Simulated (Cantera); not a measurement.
An isothermal, constant-pressure homogeneous reactor starts with NH₃ : H₂ : N₂ = 1 : 2.8 : 0.06 (molar parts), at 1873 K and 10.00 Torr.

Detailed kinetics in Cantera: the gas-phase N/H chemistry of the illustrative SiF4/NH3 mechanism in the Surface Chemkin manual (1991). Walls and surfaces, which speed up NH3 decomposition in real reactors, are not modelled.

x: mole fraction; the columns are a selection and need not sum to one.

```json
[
 {"t (s)": "9.00e-6", "x NH₃": "0.259", "x H₂": "0.725", "x N₂H₄": "<1e-12", "x N₂H₂": "<1e-12", "x N₂": "0.0155", "x NH₂": "7.53e-8", "x N": "<1e-12"},
 {"t (s)": "2.87e-5", "x NH₃": "0.259", "x H₂": "0.725", "x N₂H₄": "<1e-12", "x N₂H₂": "<1e-12", "x N₂": "0.0155", "x NH₂": "2.41e-7", "x N": "<1e-12"},
 {"t (s)": "9.16e-5", "x NH₃": "0.259", "x H₂": "0.725", "x N₂H₄": "<1e-12", "x N₂H₂": "<1e-12", "x N₂": "0.0155", "x NH₂": "7.71e-7", "x N": "<1e-12"},
 {"t (s)": "0.000292", "x NH₃": "0.259", "x H₂": "0.725", "x N₂H₄": "<1e-12", "x N₂H₂": "1.39e-11", "x N₂": "0.0155", "x NH₂": "2.46e-6", "x N": "<1e-12"},
 {"t (s)": "0.000932", "x NH₃": "0.259", "x H₂": "0.725", "x N₂H₄": "1.11e-12", "x N₂H₂": "2.16e-10", "x N₂": "0.0155", "x NH₂": "7.85e-6", "x N": "5.47e-12"},
 {"t (s)": "0.00297", "x NH₃": "0.259", "x H₂": "0.725", "x N₂H₄": "1.16e-11", "x N₂H₂": "…", "x N₂": "0.0155", "x NH₂": "2.50e-5", "x N": "1.95e-10"},
 {"t (s)": "0.00949", "x NH₃": "0.259", "x H₂": "0.725", "x N₂H₄": "1.18e-10", "x N₂H₂": "…", "x N₂": "0.0155", "x NH₂": "7.94e-5", "x N": "6.30e-9"},
 {"t (s)": "0.0303", "x NH₃": "0.259", "x H₂": "0.725", "x N₂H₄": "1.04e-9", "x N₂H₂": "…", "x N₂": "0.0156", "x NH₂": "0.000237", "x N": "1.61e-7"},
 {"t (s)": "0.0965", "x NH₃": "0.256", "x H₂": "0.727", "x N₂H₄": "2.37e-9", "x N₂H₂": "1.34e-6", "x N₂": "0.0165", "x NH₂": "0.000357", "x N": "5.50e-7"},
 {"t (s)": "0.308", "x NH₃": "0.247", "x H₂": "0.732", "x N₂H₄": "2.27e-9", "x N₂H₂": "1.29e-6", "x N₂": "0.0201", "x NH₂": "0.000349", "x N": "5.55e-7"},
 {"t (s)": "0.983", "x NH₃": "0.220", "x H₂": "0.749", "x N₂H₄": "1.93e-9", "x N₂H₂": "…", "x N₂": "0.0305", "x NH₂": "0.000322", "x N": "5.55e-7"},
 {"t (s)": "3.13", "x NH₃": "0.156", "x H₂": "0.788", "x N₂H₄": "1.19e-9", "x N₂H₂": "…", "x N₂": "0.0552", "x NH₂": "0.000253", "x N": "5.49e-7"},
 {"t (s)": "10.0", "x NH₃": "0.0611", "x H₂": "0.846", "x N₂H₄": "3.22e-10", "x N₂H₂": "…", "x N₂": "0.0916", "x NH₂": "0.000132", "x N": "5.17e-7"}
]
```

Q: Complete the blanks.

A: 
- 0.00297, x N₂H₂: 2.73e-9
- 0.00949, x N₂H₂: 3.55e-8
- 0.0303, x N₂H₂: 4.78e-7
- 0.983, x N₂H₂: 1.10e-6
- 3.13, x N₂H₂: 7.04e-7
- 10.0, x N₂H₂: 2.16e-7
